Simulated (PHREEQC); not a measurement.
# Polishing slurry liquid (model solution)

A solution holds 0.0056 mol HNO3 and 0.0014 mol CuSO4 per kg of water, at 25 °C. Closed to the air; pH follows from the charge balance.

Equilibrium calculation in PHREEQC: ion-association model, wateq4f.dat.

```
Quantity                   Value
----------------  --------------
pH                          2.32
ionic strength    0.0101 mol/kgw
total alkalinity    -5.60 meq/kg
```

| species | molality | activity | log γ |
|---|---|---|---|
| NO3- | 0.00560 | 0.00503 | -0.047 |
| H+ | 0.00527 | 0.00481 | -0.039 |
| Cu+2 | 0.00129 | 0.000868 | -0.171 |
| SO4-2 | 0.000957 | 0.000638 | -0.176 |
| HSO4- | 0.000331 | 0.000298 | -0.045 |
| CuSO4 | 0.000113 | 0.000113 | 0.001 |
| CuOH+ | 2.00e-9 | 1.80e-9 | -0.045 |

This is a speciation only: nothing precipitates in the calculation.
